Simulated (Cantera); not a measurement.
What does this Cantera script print?

```python
import numpy as np
import cantera as ct

gas = ct.Solution("gri30.yaml")


def delay(T, t_max=10):
    gas.TPX = T, 3400000, {'H2': 1, 'O2': 0.568, 'N2': 3.41, 'NO': 0.0097}
    reactor = ct.IdealGasReactor(gas, clone=False)
    net = ct.ReactorNet([reactor])
    net.rtol, net.atol = 1e-8, 1e-16
    while net.time < t_max:
        t_old, T_old = net.time, reactor.T
        net.step()
        if reactor.T > T + 400:  # ignition: a rise of 400 K
            return t_old + (T + 400 - T_old) / (reactor.T - T_old) * (net.time - t_old)
    return np.nan


taus = []
for T in [1175, 1250, 1325, 1400, 1475, 1550, 1625, 1700]:
    taus.append(delay(T))
    print(f"T0 = {T:6g} K   tau = {taus[-1]:.4e} s")
```

It prints:

```
T0 =   1175 K   tau = 4.0172e-05 s
T0 =   1250 K   tau = 1.6226e-05 s
T0 =   1325 K   tau = 6.3200e-06 s
T0 =   1400 K   tau = 2.4530e-06 s
T0 =   1475 K   tau = 1.1317e-06 s
T0 =   1550 K   tau = 6.6403e-07 s
T0 =   1625 K   tau = 4.5678e-07 s
T0 =   1700 K   tau = 3.4433e-07 s
```

Cantera simulation using GRI-Mech 3.0 (53 species, 325 reactions); the numbers are that mechanism's predictions, not measurements. The hydrogen kinetics of GRI-Mech 3.0 are dated; newer H2 mechanisms differ, most at raised pressure. The pressure lies above the range GRI-Mech 3.0 was tuned for (to about 10 atm). The mechanism lacks 2 NO + O2 → 2 NO2 and HONO, so NO2 and the effect of NO are under-described below about 1400 K.
